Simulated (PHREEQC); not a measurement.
PHREEQC input (Pitzer model, pitzer.dat):

```
SOLUTION 1
  temp 60
  units mol/kgw
  pH 7 charge
  S(6) 0.172
  K 0.32
  Cl 0.073
  Na 0.097
END
USE solution 1
INCREMENTAL_REACTIONS false
REACTION 1
  H2O -1
  0 9.886 18.011 24.689 30.178 34.689 38.397 41.444
  43.949 46.007 47.699 49.089 50.232 51.172 51.944 52.578
  53.1 53.528 53.88 54.17 54.408 54.603 54.764 54.896
  55.005 55.094 55.168 55.228 moles
EQUILIBRIUM_PHASES 1
  Arcanite 0 0
  Glaserite 0 0
  Halite 0 0
  Mirabilite 0 0
  Misenite 0 0
  Sylvite 0 0
  Thenardite 0 0
SELECTED_OUTPUT 1
  -reset false
  -pH true
  -pe true
  -ionic_strength true
  -water true
  -activities H2O
  -totals Cl K Na S
  -molalities H+ Na+ K+ Cl- SO4-2 OH- HSO4-
  -equilibrium_phases Arcanite Glaserite Halite Mirabilite Misenite Sylvite Thenardite
PRINT
  -reset false
END
```

Selected output (columns that matter, 15 of 28 rows; water left (kg) added in front):

```
water left (kg)	pH	mu	Cl	K	Na	S	m_H+	m_Na+	m_K+	m_Cl-	la_H2O	Arcanite	Glaserite	Sylvite
1	6.9633	0.589	0.073	0.32	0.097	0.172	2.1273e-07	0.097	0.32	0.073	-0.0040013	0	0	0
0.675514	7.0028	0.87193	0.10807	0.47371	0.14359	0.25462	2.0999e-07	0.14359	0.47371	0.10807	-0.0057849	0	0	0
0.456313	7.0444	1.2908	0.15998	0.70127	0.21257	0.37693	2.0294e-07	0.21257	0.70127	0.15998	-0.0083681	0	0	0
0.30824	7.0907	1.9108	0.23683	1.0382	0.31469	0.55801	1.8556e-07	0.31469	1.0382	0.23683	-0.012145	0	0	0
0.208215	7.1467	2.8288	0.3506	1.5369	0.46586	0.82607	1.4969e-07	0.46586	1.5369	0.3506	-0.017782	0	0	0
0.140655	7.1908	3.7887	0.519	2.0092	0.68963	1.0899	1.0941e-07	0.68963	2.0092	0.519	-0.024353	0.0187	0	0
0.0950203	7.1791	4.2244	0.76826	2.0515	1.0208	1.152	9.5565e-08	1.0208	2.0515	0.76826	-0.029167	0.062533	0	0
0.0641769	7.1479	4.4012	1.1375	2.1143	1.199	1.0879	8.7688e-08	1.199	2.1143	1.1375	-0.034021	0.062076	0.020053	0
0.0527548	7.1216	4.3802	1.3838	2.1685	1.2129	0.99881	8.613e-08	1.2129	2.1685	1.3838	-0.036543	0.053279	0.033014	0
0.0356396	7.0512	4.4279	2.0483	2.3615	1.2732	0.7932	8.1677e-08	1.2732	2.3615	2.0483	-0.044073	0.040482	0.051624	0
0.0240733	6.9533	4.7413	3.0324	2.7611	1.4106	0.56963	7.51e-08	1.4106	2.7611	3.0324	-0.057132	0.0322	0.063043	0
0.0162724	6.8307	5.5707	4.4861	3.5392	1.67	0.36151	6.595e-08	1.67	3.5392	4.4861	-0.079942	0.026467	0.069825	0
0.0109937	6.6959	7.2331	6.6402	4.9555	2.08	0.19766	5.3373e-08	2.08	4.9555	6.6402	-0.1192	0.021561	0.074133	0
0.00742652	6.6936	7.2726	6.6868	4.9887	2.0886	0.19526	5.3115e-08	2.0886	4.9887	6.6868	-0.1201	0.0075727	0.081489	0.02334
0.00501238	6.6812	7.3543	6.7662	4.8657	2.2926	0.19601	5.206e-08	2.2926	4.8657	6.7662	-0.12229	0	0.085509	0.039085
```

Complexes and solids missing from the database can't appear. Constants without temperature data keep their 25 °C values here.
